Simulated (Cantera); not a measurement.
A freely propagating, adiabatic, planar premixed flame of CH3OH : O2 : N2 : H2O = 1 : 1.56 : 5.62 : 1.9 (molar parts), equivalence ratio 0.96, unburnt at 475 K and 2.57 atm; mixture-averaged transport, grid criteria slope 0.08 and curve 0.16, no radiation.

Model: GRI-Mech 3.0 (53 species, 325 reactions), integrated in Cantera. GRI-Mech 3.0 was tuned for natural gas; its chemistry of methanol as a main component is partial and can be far from experiment. Burning velocities carry a grid error of a few per cent, more on coarse grids.

Question: What does this change do: CH3OH 1 to 0.77 parts?

Answer: 
| quantity | before | after |
|---|---|---|
| laminar burning velocity | 38.2 cm/s | 18.1 cm/s |
| thermal thickness | 0.239 mm | 0.414 mm |
| peak x(HCN) | 2.27e-8 | <1e-8 |
| peak x(C2H6) | 1.07e-7 | <1e-8 |
| peak x(C2H2) | 4.72e-8 | <1e-8 |

Question: What does this change do: inlet temperature 475 to 425 K?

Answer: 
| quantity | before | after |
|---|---|---|
| laminar burning velocity | 38.2 cm/s | 30.0 cm/s |
| thermal thickness | 0.239 mm | 0.261 mm |
| peak x(HCN) | 2.27e-8 | 1.90e-8 |
| peak x(C2H6) | 1.07e-7 | 8.99e-8 |
| peak x(C2H2) | 4.72e-8 | 3.80e-8 |
